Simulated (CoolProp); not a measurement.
Vapour-liquid equilibrium of R22 (1) + C3F8 (R218) (2) at 196.8 K; x and y are mole fractions of (1).

Model: multi-fluid Helmholtz-energy mixture model, Kamei 1995 and Lemmon 2006; pair parameters Bell 2016, in CoolProp.

### Question
Give the bubble pressure and the first vapour's composition at x = 0.2, 0.5, 0.95. Is there an azeotrope?

### Answer
x = 0.2: 0.01803 MPa, y = 0.488; x = 0.5: 0.01991 MPa, y = 0.586; x = 0.95: 0.01664 MPa, y = 0.773. y crosses x between x = 0.5 and 0.65: the model has an azeotrope there.

Pair parameters are fitted to limited data, so mixtures are less certain than the pure fluids. With so large a gap from Raoult's law the liquid may split in two, which this calculation doesn't test in full.
